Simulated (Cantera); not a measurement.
What does this Cantera script print?

```python
import numpy as np
import cantera as ct

gas_names = """
    O3 N2
""".split()
cond_names = """
    Cr2N(s) Cr2O3(s) Cr2O3(L)
""".split()


def load(file, names, dense=False):
    # The tables refer to 1 bar. Condensed volumes are neglected.
    table = {s.name: s for s in ct.Species.list_from_file(file)}
    out = []
    for n in names:
        d = dict(table[n].input_data)
        d["thermo"] = dict(d["thermo"], **{"reference-pressure": 1e5})
        if dense:
            d["equation-of-state"] = {"model": "constant-volume", "density": "1e6 g/cm^3"}
        out.append(ct.Species.from_dict(d))
    return out


species = {s.name: s for s in load("nasa_gas.yaml", gas_names) + load("nasa_condensed.yaml", cond_names)}
# Each term lists the table entries of one substance; the one whose range holds T is used.
reactions = {
    '2 O3(g) + 2 Cr2N = N2(g) + 2 Cr2O3':
        [(-2, ['O3']), (-2, ['Cr2N(s)']), (1, ['N2']), (2, ['Cr2O3(s)', 'Cr2O3(L)'])],
}


def pick(names, T):
    return next(species[n] for n in names if species[n].thermo.min_temp <= T <= species[n].thermo.max_temp)


results = []
for label, terms in reactions.items():
    print(label)
    print("     T/K   dH/kJ  dS/(J/K)   dG/kJ   log10 K")
    for T in [723, 773, 823, 873, 923, 973, 1023, 1073, 1123]:
        used = [(nu, pick(names, T)) for nu, names in terms]
        dH = sum(nu * s.thermo.h(T) for nu, s in used) / 1e6
        dS = sum(nu * s.thermo.s(T) for nu, s in used) / 1e3
        dG = dH - T * dS / 1e3
        logK = -dG * 1e6 / (ct.gas_constant * T * np.log(10))
        results.append((label, T, dH, dS, dG, logK, [s.name for _, s in used]))
        print(f"{T:8g} {dH:8.1f} {dS:8.1f} {dG:8.1f} {logK:8.2f}")
```

Result:

```
2 O3(g) + 2 Cr2N = N2(g) + 2 Cr2O3
     T/K   dH/kJ  dS/(J/K)   dG/kJ   log10 K
     723  -2294.9   -237.3  -2123.3   153.40
     773  -2294.6   -236.9  -2111.5   142.68
     823  -2294.5   -236.7  -2099.6   133.26
     873  -2294.4   -236.6  -2087.8   124.92
     923  -2294.5   -236.7  -2076.0   117.48
     973  -2294.7   -237.0  -2064.1   110.81
    1023  -2295.0   -237.3  -2052.3   104.79
    1073  -2295.4   -237.6  -2040.4    99.33
    1123  -2295.8   -238.0  -2028.5    94.35
```

Cantera with NASA thermochemical tables; ideal gases at 1 bar, condensed phases pure. Condensed species are held in their standard states even where they would react or evaporate.
